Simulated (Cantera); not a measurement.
**Gas activation for diamond growth**

A perfectly stirred reactor is fed with CH4 : H2 : CO2 = 0.015 : 1 : 0.013 (molar parts), at 0.178 atm; it is held at 2725 K, and followed from long to short residence time.

Cantera simulation using GRI-Mech 3.0 (53 species, 325 reactions); the numbers are that mechanism's predictions, not measurements.

```csv
τ (s),x CH4,x H2,x CO2,x HO2,x H,x C2H,x C2H4
13,3.10e-6,0.840,1.67e-8,<1e-12,0.136,1.54e-5,4.54e-8
3.0,4.21e-6,0.841,6.81e-8,<1e-12,0.136,1.54e-5,4.57e-8
0.70,7.21e-6,0.841,2.81e-7,<1e-12,0.135,1.54e-5,4.73e-8
0.16,1.45e-5,0.844,1.16e-6,<1e-12,0.132,1.58e-5,5.50e-8
0.039,3.36e-5,0.854,4.51e-6,<1e-12,0.122,1.73e-5,8.94e-8
0.0091,0.000119,0.881,2.01e-5,4.31e-12,0.0937,2.11e-5,3.16e-7
0.0021,0.000529,0.909,0.000100,2.01e-11,0.0621,2.57e-5,1.84e-6
```
x: mole fraction; the columns are a selection and need not sum to one.
